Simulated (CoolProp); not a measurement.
Properties of propane along the isotherm 117.15 °C.

Values from CoolProp's reference Helmholtz-energy equation of state, Lemmon 2009.

```csv
p (MPa),phase,cv (kJ/(kg K)),isothermal compressibility (1/MPa)
0.164,gas,1.895,6.167
0.327,gas,1.899,3.129
0.491,gas,[?],2.109
0.654,gas,[?],1.604
0.818,gas,[?],1.299
0.981,gas,1.918,1.098
1.14,gas,[?],0.9584
1.31,gas,1.928,0.8472
1.47,gas,1.933,0.7668
1.64,gas,[?],0.6994
1.8,gas,[?],0.6483
1.96,gas,1.950,0.6063
2.13,gas,1.957,0.5694
```

Task: What belongs in the gaps?

Result: 
- 0.491, cv (kJ/(kg K)): 1.904
- 0.654, cv (kJ/(kg K)): 1.908
- 0.818, cv (kJ/(kg K)): 1.913
- 1.14, cv (kJ/(kg K)): 1.922
- 1.64, cv (kJ/(kg K)): 1.939
- 1.8, cv (kJ/(kg K)): 1.944
